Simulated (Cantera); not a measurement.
What does this Cantera script print?

```python
import numpy as np
import cantera as ct

gas = ct.Solution("gri30.yaml", transport_model="mixture-averaged")
show = ['CH4', 'OH', 'H2O']

rows = []
print(f"{'T/K':>7s}{'rho':>11s}{'cp':>10s}{'mu':>11s}{'lambda':>11s}{'Pr':>7s}" + "".join(f"{'D_' + s:>11s}" for s in show))
for T in [400, 500, 600, 700, 800, 900, 1000]:
    gas.TPX = T, 500000, {'C2H4': 0.25}
    Pr = gas.cp_mass * gas.viscosity / gas.thermal_conductivity
    D = [gas.mix_diff_coeffs_mole[gas.species_index(s)] for s in show]
    rows.append([gas.density, gas.cp_mass, gas.viscosity, gas.thermal_conductivity, Pr, *D])
    print(f"{T:7g}{gas.density:11.4e}{gas.cp_mass:10.1f}{gas.viscosity:11.4e}"
          f"{gas.thermal_conductivity:11.4e}{Pr:7.3f}" + "".join(f"{d:11.4e}" for d in D))
print("SI units: kg/m3, J/kg/K, Pa s, W/m/K, m2/s")
```

Result:

```
    T/K        rho        cp         mu     lambda     Pr      D_CH4       D_OH      D_H2O
    400 4.2177e+00    1876.5 1.3349e-05 3.3646e-02  0.745 5.9012e-06 8.3560e-06 5.8401e-06
    500 3.3741e+00    2220.0 1.6342e-05 4.8586e-02  0.747 8.8578e-06 1.2401e-05 9.0653e-06
    600 2.8118e+00    2528.6 1.9101e-05 6.4378e-02  0.750 1.2260e-05 1.7031e-05 1.2884e-05
    700 2.4101e+00    2785.0 2.1665e-05 8.0427e-02  0.750 1.6073e-05 2.2204e-05 1.7246e-05
    800 2.1088e+00    2990.8 2.4066e-05 9.6427e-02  0.746 2.0271e-05 2.7887e-05 2.2111e-05
    900 1.8745e+00    3167.1 2.6332e-05 1.1221e-01  0.743 2.4832e-05 3.4055e-05 2.7444e-05
   1000 1.6871e+00    3354.1 2.8480e-05 1.2770e-01  0.748 2.9739e-05 4.0686e-05 3.3218e-05
SI units: kg/m3, J/kg/K, Pa s, W/m/K, m2/s
```

Model: GRI-Mech 3.0 (53 species, 325 reactions), integrated in Cantera.
